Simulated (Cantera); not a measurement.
Cantera run, input and output.

```python
import numpy as np
import cantera as ct

gas = ct.Solution("gri30.yaml")
gas.TPX = 623, 101325, {'CO': 1, 'H2': 0.26, 'O2': 0.863, 'N2': 4.66, 'H2O': 1.4}
inlet = ct.Reservoir(gas, clone=True)
gas.equilibrate("HP")  # start burning
reactor = ct.IdealGasConstPressureReactor(gas, energy="on", clone=False)
exhaust = ct.Reservoir(gas, clone=True)
tau = [0.039, 0.015, 0.0057, 0.0022, 0.00083, 0.00032, 0.00012, 4.7e-05, 1.8e-05, 6.8e-06][0]
for a, b in ((inlet, reactor), (reactor, exhaust)):
    ct.MassFlowController(a, b, mdot=lambda t: reactor.mass / tau)
net = ct.ReactorNet([reactor])
show = ['CO', 'H2', 'O2', 'NO', 'H2O']

rows = []
print(f"{'tau/s':>10s}{'T/K':>9s}" + "".join(f"{s:>11s}" for s in show))
for tau in [0.039, 0.015, 0.0057, 0.0022, 0.00083, 0.00032, 0.00012, 4.7e-05, 1.8e-05, 6.8e-06]:
    net.initial_time = 0.0
    net.advance(30 * tau)
    before = gas.X
    net.advance(40 * tau)
    drift = np.max(np.abs(gas.X - before) / (gas.X + 1e-9))
    rows.append([gas.T, *gas[show].X, drift])
    print(f"{tau:10.3e}{gas.T:9.1f}" + "".join(f"{x:11.3e}" for x in gas[show].X))
```

It prints:

```
     tau/s      T/K         CO         H2         O2         NO        H2O
 3.900e-02   1781.5  2.162e-03  7.317e-04  3.165e-02  1.088e-05  2.176e-01
 1.500e-02   1762.6  3.824e-03  1.282e-03  3.252e-02  8.529e-06  2.163e-01
 5.700e-03   1731.0  6.621e-03  2.179e-03  3.405e-02  6.678e-06  2.144e-01
 2.200e-03   1682.0  1.101e-02  3.455e-03  3.653e-02  5.676e-06  2.117e-01
 8.300e-04   1604.2  1.844e-02  5.039e-03  4.072e-02  4.971e-06  2.080e-01
 3.200e-04   1471.7  3.414e-02  6.199e-03  4.904e-02  3.160e-06  2.044e-01
 1.200e-04    623.0  1.222e-01  3.177e-02  1.055e-01  7.610e-21  1.711e-01
 4.700e-05    623.0  1.222e-01  3.177e-02  1.055e-01 -4.834e-25  1.711e-01
 1.800e-05    623.0  1.222e-01  3.177e-02  1.055e-01 -2.202e-28  1.711e-01
 6.800e-06    623.0  1.222e-01  3.177e-02  1.055e-01 -2.938e-31  1.711e-01
```

Model: GRI-Mech 3.0 (53 species, 325 reactions), integrated in Cantera.
